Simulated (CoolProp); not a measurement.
Octamethyltrisiloxane (MDM) at several states: Z from the reference equation and from simpler models built on Tc = 565.4 K, pc = 14.38 bar, ω = 0.528; each cubic takes its own stable root.

Model: reference Helmholtz-energy equation of state, Thol 2017, in CoolProp.

```
T (K)  p (bar)   phase  reference
-----  -------  ------  ---------
328.9     7.39  liquid    0.08140
257.9     15.1  liquid     0.1944
203.5     75.6  liquid      1.156
371.8     17.1  liquid     0.1762
```

### Question
How far does each simpler model (van der Waals, Redlich-Kwong, Soave-Redlich-Kwong, Peng-Robinson) lie from the reference over these 4 states: mean and median of the absolute difference, and the worst?

### Answer
- van der Waals: mean 72.4 %, median 73.3 %, worst +74.7 % at 203.5 K and 75.6 bar
- Redlich-Kwong: mean 17.8 %, median 17.7 %, worst +19.2 % at 203.5 K and 75.6 bar
- Soave-Redlich-Kwong: mean 12.5 %, median 12.1 %, worst +16.6 % at 203.5 K and 75.6 bar
- Peng-Robinson: mean 2.6 %, median 2.3 %, worst +4.3 % at 203.5 K and 75.6 bar
